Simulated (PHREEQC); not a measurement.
Solution (25 °C): 0.0087 mol/kgw H3PO4, 0.00046 mol/kgw HF and 0.00081 mol/kgw H3AsO4. Closed to the air; pH follows from the charge balance.

Equilibrium calculation in PHREEQC: ion-association model, wateq4f.dat.

```json
[
 {"quantity": "pH", "before": "2.29", "after": "3.08"},
 {"quantity": "ionic strength (mol/kgw)", "before": "0.00557", "after": "0.000868"},
 {"quantity": "H2PO4- (mol/kgw)", "before": "0.00510", "after": "0.000777"},
 {"quantity": "H3PO4 (mol/kgw)", "before": "0.00360", "after": "9.30e-5"},
 {"quantity": "HF (mol/kgw)", "before": "0.000403", "after": "2.53e-5"},
 {"quantity": "F- (mol/kgw)", "before": "5.62e-5", "after": "2.07e-5"}
]
```

Name the change that produced these shifts.
A. 0.0025 mol/kgw Na2CO3 added
B. H3AsO4 left out
C. diluted 10-fold with water
D. temperature from 25 to 75 °C

C, diluted 10-fold with water

Precipitation was switched off in this run. H3PO4, which wateq4f.dat lacks, is added to it with the constant of phreeqc.dat.
